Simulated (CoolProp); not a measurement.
Vapour-liquid equilibrium of n-hexane (1) + benzene (2) at 454.2 K; x and y are mole fractions of (1).

The numbers come from the multi-fluid Helmholtz-energy mixture model, Thol 2019 and Thol 2012; pair parameters Bell 2016 in CoolProp.

```
x      bubble pressure (kPa)  y at the bubble point  dew pressure at overall composition x (kPa)  liquid density (mol/L)
-----  ---------------------  ---------------------  -------------------------------------------  ----------------------
0.05                    1082                  0.074                                         1071                   8.555
0.125                   1129                  0.171                                         1107                   8.220
0.2                     1169                  0.256                                         1143                   7.904
0.275                   1202                  0.333                                         1177                   7.606
0.35                    1231                  0.404                                         1209                   7.326
0.425                   1255                  0.472                                         1239                   7.062
0.5                     1275                  0.539                                         1264                   6.813
0.575                   1291                  0.604                                         1285                   6.579
0.65                    1305                  0.670                                         1301                   6.359
0.725                   1314                  0.737                                         1313                   6.151
0.8                     1321                  0.806                                         1321                   5.955
0.875                   1325                  0.877                                         1325                   5.771
0.95                    1326                  0.950                                         1326                   5.596
```

y crosses x between x = 0.875 and 0.95: the model has an azeotrope there.

The pair parameters rest on a limited set of measurements; away from them the model extrapolates.
